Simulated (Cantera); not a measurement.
Tantalum, niobium, vanadium and zirconium in process gases: Zr + O₂ + N₂

A closed system holds: 1 mol Zr, 2.8 mol O₂, 5.3 mol N₂, held at 59.3 Torr.

Equilibrium computed with Cantera from the NASA thermochemical tables; the gas is ideal and each condensed phase is pure. Candidate condensed phases: Zr, ZrN, ZrO₂; 13 gas species. The numbers say what is thermodynamically allowed, not how fast it happens.

From 650 °C to 1100 °C the condensed part is ZrO₂(monoclinic). From 1250 °C to 1550 °C the condensed part is ZrO₂(tetragonal).

| T (°C) | x N₂ | x O₂ | x NO | x O | x NO₂ | n ZrO₂(monoclinic) | n ZrO₂(tetragonal) |
|---|---|---|---|---|---|---|---|
| 650 | 0.746 | 0.254 | 1.34e-5 | 2.23e-11 | 3.99e-7 | 1.00 | 0 |
| 800 | 0.746 | 0.253 | 7.07e-5 | 2.23e-9 | 7.34e-7 | 1.00 | 0 |
| 950 | 0.746 | 0.253 | 0.000248 | 7.24e-8 | 1.17e-6 | 1.00 | 0 |
| 1100 | 0.746 | 0.253 | 0.000663 | 1.10e-6 | 1.68e-6 | 1.00 | 0 |
| 1250 | 0.746 | 0.253 | 0.00146 | 9.87e-6 | 2.26e-6 | 0 | 1.00 |
| 1400 | 0.745 | 0.252 | 0.00278 | 5.97e-5 | 2.88e-6 | 0 | 1.00 |
| 1550 | 0.744 | 0.251 | 0.00477 | 0.000269 | 3.52e-6 | 0 | 1.00 |
x: gas mole fraction; n: condensed amount in mol.
